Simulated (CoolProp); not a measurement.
Properties of decamethyltetrasiloxane (MD2M) along the isobar 1.32 MPa (Tc = 326.2 °C, pc = 1.144 MPa, ω = 0.635).

Values from CoolProp's reference Helmholtz-energy equation of state, Thol 2017.

```json
[
 {"T (°C)": "21.85", "phase": "liquid", "density (kg/m³)": "853.5", "cp (kJ/(kg K))": "1.716", "isothermal compressibility (1/MPa)": "0.001568", "expansivity (1/kK)": "1.154"},
 {"T (°C)": "38.95", "phase": "liquid", "density (kg/m³)": "836.7", "cp (kJ/(kg K))": "1.758", "isothermal compressibility (1/MPa)": "0.001790", "expansivity (1/kK)": "1.174"},
 {"T (°C)": "56.05", "phase": "liquid", "density (kg/m³)": "819.9", "cp (kJ/(kg K))": "1.799", "isothermal compressibility (1/MPa)": "0.002049", "expansivity (1/kK)": "1.200"},
 {"T (°C)": "73.25", "phase": "liquid", "density (kg/m³)": "803.0", "cp (kJ/(kg K))": "1.840", "isothermal compressibility (1/MPa)": "0.002360", "expansivity (1/kK)": "1.232"},
 {"T (°C)": "90.35", "phase": "liquid", "density (kg/m³)": "786.0", "cp (kJ/(kg K))": "1.880", "isothermal compressibility (1/MPa)": "0.002730", "expansivity (1/kK)": "1.272"},
 {"T (°C)": "107.45", "phase": "liquid", "density (kg/m³)": "768.7", "cp (kJ/(kg K))": "1.918", "isothermal compressibility (1/MPa)": "0.003180", "expansivity (1/kK)": "1.320"},
 {"T (°C)": "124.55", "phase": "liquid", "density (kg/m³)": "751.2", "cp (kJ/(kg K))": "1.956", "isothermal compressibility (1/MPa)": "0.003733", "expansivity (1/kK)": "1.378"},
 {"T (°C)": "141.65", "phase": "liquid", "density (kg/m³)": "733.3", "cp (kJ/(kg K))": "1.993", "isothermal compressibility (1/MPa)": "0.004424", "expansivity (1/kK)": "1.448"},
 {"T (°C)": "158.75", "phase": "liquid", "density (kg/m³)": "714.9", "cp (kJ/(kg K))": "2.029", "isothermal compressibility (1/MPa)": "0.005301", "expansivity (1/kK)": "1.533"},
 {"T (°C)": "175.85", "phase": "liquid", "density (kg/m³)": "695.8", "cp (kJ/(kg K))": "2.064", "isothermal compressibility (1/MPa)": "0.006435", "expansivity (1/kK)": "1.637"},
 {"T (°C)": "192.95", "phase": "liquid", "density (kg/m³)": "675.8", "cp (kJ/(kg K))": "2.100", "isothermal compressibility (1/MPa)": "0.007934", "expansivity (1/kK)": "1.764"},
 {"T (°C)": "210.05", "phase": "liquid", "density (kg/m³)": "654.9", "cp (kJ/(kg K))": "2.136", "isothermal compressibility (1/MPa)": "0.009962", "expansivity (1/kK)": "1.921"},
 {"T (°C)": "227.15", "phase": "liquid", "density (kg/m³)": "632.7", "cp (kJ/(kg K))": "2.172", "isothermal compressibility (1/MPa)": "0.01279", "expansivity (1/kK)": "2.120"},
 {"T (°C)": "244.25", "phase": "liquid", "density (kg/m³)": "608.9", "cp (kJ/(kg K))": "2.211", "isothermal compressibility (1/MPa)": "0.01688", "expansivity (1/kK)": "2.378"},
 {"T (°C)": "261.45", "phase": "liquid", "density (kg/m³)": "582.8", "cp (kJ/(kg K))": "2.253", "isothermal compressibility (1/MPa)": "0.02320", "expansivity (1/kK)": "2.735"},
 {"T (°C)": "278.55", "phase": "liquid", "density (kg/m³)": "553.8", "cp (kJ/(kg K))": "2.305", "isothermal compressibility (1/MPa)": "0.03379", "expansivity (1/kK)": "3.270"}
]
```
